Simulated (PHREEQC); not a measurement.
Solution (20 °C): 41 mmol/kgw H2SO4 and 0.059 mmol/kgw Li2SO4. Closed to the air; pH follows from the charge balance.

Model: ion-association model, phreeqc.dat, run in PHREEQC.

Each row changes one thing in this solution. No solid was allowed to form.

```csv
case,pH,ionic strength (mol/kgw),HSO4- (mol/kgw),SO4-2 (mol/kgw),LiSO4- (mol/kgw)
as made,1.34,0.0675,0.0278,0.0132,2.86e-6
diluted 5-fold with water,1.93,?,0.00337,0.00484,2.96e-7
H2SO4 from 0.041 to 0.0082 mol/kgw,1.93,0.0180,0.00338,0.00488,1.49e-6
Li2SO4 from 5.9e-05 to 0.000295 mol/kgw,1.34,0.0679,0.0279,0.0133,?
```

Q: Complete the blanks.

A: 
- diluted 5-fold with water, ionic strength (mol/kgw): 0.0179
- Li2SO4 from 5.9e-05 to 0.000295 mol/kgw, LiSO4- (mol/kgw): 1.44e-5

Species that the database lacks are ignored.
